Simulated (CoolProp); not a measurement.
Vapour-liquid equilibrium of acetone (1) + ethanol (2) at 417 K; x and y are mole fractions of (1).

The numbers come from the multi-fluid Helmholtz-energy mixture model, Lemmon 2006 and Schroeder 2014; pair parameters Bell 2016 in CoolProp.

**Question.** Give the bubble pressure and the first vapour's composition at x = 0.45, 0.75, 0.85. Is there an azeotrope?

**Answer.** x = 0.45: 1.025 MPa, y = 0.497; x = 0.75: 1.049 MPa, y = 0.744; x = 0.85: 1.041 MPa, y = 0.837. y crosses x between x = 0.65 and 0.75: the model has an azeotrope there.

Pair parameters are fitted to limited data, so mixtures are less certain than the pure fluids.
